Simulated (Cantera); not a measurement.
Source: NASA polynomial tables (part measured, part estimated), evaluated in Cantera. Values are per mole of reaction as written; species without (g) are pure solids or liquids, kept so even where they would boil at 1 bar. ZrN: taken at fixed stoichiometry.

2 N2O(g) + ZrN → ZrO2 + 5 N(g), with ΔH° = 1468.0 kJ and ΔS° = 338.2 J/K at 300 K.

Q: How far is the shortcut ΔG° ≈ ΔH°(300 K) − T·ΔS°(300 K) from the full temperature-dependent value at 2200, 2275, 2350, 2425, 2500, 2575, 2650, 2725, 2800, 2875 K?

A: 
```
T (K)  shortcut (kJ)  full (kJ)  difference (kJ)  difference in log10 K          condensed phases
-----  -------------  ---------  ---------------  ---------------------  ------------------------
2200           724.0      655.0             69.0                  -1.64  ZrN(s), ZrO2(tetragonal)
2275           698.6      626.3             72.3                  -1.66  ZrN(s), ZrO2(tetragonal)
2350           673.2      597.6             75.7                  -1.68  ZrN(s), ZrO2(tetragonal)
2425           647.9      568.9             79.0                  -1.70  ZrN(s), ZrO2(tetragonal)
2500           622.5      540.2             82.3                  -1.72  ZrN(s), ZrO2(tetragonal)
2575           597.2      511.6             85.6                  -1.74  ZrN(s), ZrO2(tetragonal)
2650           571.8      482.9             88.9                  -1.75           ZrN(s), ZrO2(s)
2725           546.4      454.3             92.1                  -1.77           ZrN(s), ZrO2(s)
2800           521.1      425.8             95.3                  -1.78           ZrN(s), ZrO2(s)
2875           495.7      397.2             98.5                  -1.79           ZrN(s), ZrO2(s)
```
The shortcut ignores heat capacities and the phase changes listed.
